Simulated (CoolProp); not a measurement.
Saturation properties of oxygen (Tc = -118.6 °C, pc = 5.046 MPa, ω = 0.022).

Values from CoolProp's reference Helmholtz-energy equation of state, Schmidt 1985.

| T (°C) | p (MPa) | liquid density (kg/m³) | vapour density (kg/m³) | liquid conductivity (mW/(m K)) |
|---|---|---|---|---|
| -154.15 | 0.9642 | 980.4 | 37.09 | 109 |
| -151.75 | 1.108 | 964.6 | [?] | 105 |
| -149.35 | 1.266 | 948.2 | 48.75 | [?] |
| -146.95 | 1.440 | 931.1 | 55.66 | 98.2 |
| -144.55 | 1.630 | 913.3 | 63.41 | 94.7 |
| -142.15 | 1.838 | 894.6 | 72.13 | 91.2 |
| -139.75 | 2.064 | 874.8 | 81.97 | 87.7 |
| -137.35 | 2.309 | 853.8 | 93.14 | 84.3 |
| -134.95 | 2.575 | 831.3 | [?] | 80.8 |
| -132.55 | 2.862 | 806.9 | 120.7 | 77.4 |
| -130.25 | 3.158 | 781.2 | 137.2 | 74.1 |
| -127.85 | 3.491 | 751.1 | 157.7 | 70.6 |

Q: What belongs in the gaps?

A: 
- -151.75, vapour density (kg/m³): 42.59
- -149.35, liquid conductivity (mW/(m K)): 102
- -134.95, vapour density (kg/m³): 105.9

It boils at -183.0 °C under 1 atm.

Thermal conductivity comes from a separate model (Lemmon 2004).
